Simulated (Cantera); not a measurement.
Thermal oxidation and active oxidation of silicon: Si + O2 + N2

Input: 1 mol Si, 0.004 mol O2, 2.9 mol N2, held at 0.150 Pa.

Equilibrium computed with Cantera from the NASA thermochemical tables; the gas is ideal and each condensed phase is pure. Candidate condensed phases: Si, SiO2, Si2N2O, Si3N4; 16 gas species. The tables' values for SiN are old estimates; treat these amounts as uncertain. Kinetics and transport are ignored.

From 1150 °C to 1350 °C the condensed part is Si(s). From 1450 °C to 1750 °C nothing is condensed. The main Si-bearing gas is SiO at 1150 °C and Si at 1750 °C.

| T (°C) | x N2 | x Si | x SiO | x Si2 | n Si(s) |
|---|---|---|---|---|---|
| 1150 | 0.996 | 0.00102 | 0.00275 | 7.29e-7 | 0.989 |
| 1250 | 0.985 | 0.0120 | 0.00272 | 1.81e-5 | 0.956 |
| 1350 | 0.893 | 0.104 | 0.00246 | 0.000299 | 0.649 |
| 1450 | 0.744 | 0.253 | 0.00205 | 0.000463 | 0 |
| 1550 | 0.744 | 0.254 | 0.00205 | 0.000142 | 0 |
| 1650 | 0.744 | 0.254 | 0.00205 | 4.88e-5 | 0 |
| 1750 | 0.744 | 0.254 | 0.00205 | 1.87e-5 | 0 |
x: gas mole fraction; n: condensed amount in mol.
